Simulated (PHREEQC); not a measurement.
## Alkaline etch or developer

Dissolve 80 mmol/kgw CsOH, 0.0047 mmol/kgw H4SiO4 and 2.8 mmol/kgw K2CO3 at 25 °C. Closed to the air; pH follows from the charge balance.

The numbers come from PHREEQC with the ion-association model, wateq4f.dat.

Each row changes one thing in this solution. No solid was allowed to form.

| case | pH | ionic strength (mol/kgw) | HCO3- (mol/kgw) |
|---|---|---|---|
| as made | 12.79 | 0.0884 | 4.86e-6 |
| K2CO3 replaced by KHCO3 at the same molality | 12.78 | ___ | ___ |
| H4SiO4 from 4.7e-06 to 4.7e-05 mol/kgw | 12.79 | 0.0884 | 4.86e-6 |
| H4SiO4 left out | 12.79 | 0.0884 | 4.86e-6 |
| CsOH from 0.08 to 0.4 mol/kgw | 13.42 | 0.408 | 7.90e-7 |
| diluted 100-fold with water | 10.89 | ___ | ___ |

Task: Complete the blanks.

Result: 
- K2CO3 replaced by KHCO3 at the same molality, ionic strength (mol/kgw): 0.0856
- K2CO3 replaced by KHCO3 at the same molality, HCO3- (mol/kgw): 5.06e-6
- diluted 100-fold with water, ionic strength (mol/kgw): 0.000878
- diluted 100-fold with water, HCO3- (mol/kgw): 5.57e-6

Species that the database lacks are ignored.
